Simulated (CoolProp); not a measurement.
Model: reference Helmholtz-energy equation of state, Akasaka 2022, in CoolProp.

Q: Give the vapour pressure (MPa), vapour density (kg/m³), enthalpy of vaporisation (kJ/kg), liquid cp (kJ/(kg K)) of saturated R1233zd(E) at 397.8 K.

A: 
| T (K) | p (MPa) | vapour density (kg/m³) | enthalpy of vaporisation (kJ/kg) | liquid cp (kJ/(kg K)) |
|---|---|---|---|---|
| 397.8 | 1.73 | 100 | 118 | 1.58 |
